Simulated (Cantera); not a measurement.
## Moist CO burnout

A perfectly stirred reactor is fed with 0.804 % CO, 0.343 % O2, 0.775 % H2O, 98.1 % N2, at 0.197 atm; it is held at 975 K, and followed from long to short residence time.

Computed with Cantera and GRI-Mech 3.0 (53 species, 325 reactions).

```tsv
τ (s)	x CO	x O2	x H2O	x N2O	x NO
1.8	0.00114	0.000183	0.00735	4.54e-9	1.39e-7
0.38	0.00239	0.000753	0.00742	1.10e-8	1.11e-7
0.078	0.00517	0.00208	0.00750	1.50e-8	4.28e-8
0.016	0.00778	0.00330	0.00770	3.30e-9	9.06e-10
0.0033	0.00804	0.00343	0.00775	<1e-12	<1e-12
0.00068	0.00804	0.00343	0.00775	<1e-12	<1e-12
0.00014	0.00804	0.00343	0.00775	<1e-12	<1e-12
```
x: mole fraction; the columns are a selection and need not sum to one.
